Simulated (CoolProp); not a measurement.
Vapour-liquid equilibrium of n-hexane (1) + ethylbenzene (2) at 0.00334 MPa; x and y are mole fractions of (1).

Values from CoolProp's multi-fluid Helmholtz-energy mixture model, Thol 2019 and Zhou 2012; pair parameters Bell 2016.

| x | bubble temperature, mixture model (K) | bubble temperature, Raoult's law (K) | y, mixture model | y, Raoult's law |
|---|---|---|---|---|
| 0.05 | 302.3 | 306.4 | ___ | 0.426 |
| 0.2 | 284.2 | 289.5 | 0.866 | 0.817 |
| 0.35 | ___ | 280.3 | 0.932 | 0.917 |
| 0.5 | ___ | 274.2 | ___ | 0.958 |
| 0.65 | ___ | 269.8 | ___ | 0.979 |
| 0.8 | ___ | 266.3 | 0.987 | 0.991 |
| 0.95 | 263.4 | 263.4 | ___ | 0.998 |

Problem. Complete the blanks.

Solution. 
- 0.05, y, mixture model: 0.538
- 0.35, bubble temperature, mixture model (K): 276.5
- 0.5, bubble temperature, mixture model (K): 271.9
- 0.5, y, mixture model: 0.959
- 0.65, bubble temperature, mixture model (K): 268.6
- 0.65, y, mixture model: 0.975
- 0.8, bubble temperature, mixture model (K): 265.9
- 0.95, y, mixture model: 0.997

The largest gap from Raoult's law is -5.3 K in bubble temperature, at x = 0.2. No azeotrope shows between x = 0.05 and 0.95.

The pair parameters rest on a limited set of measurements; away from them the model extrapolates.
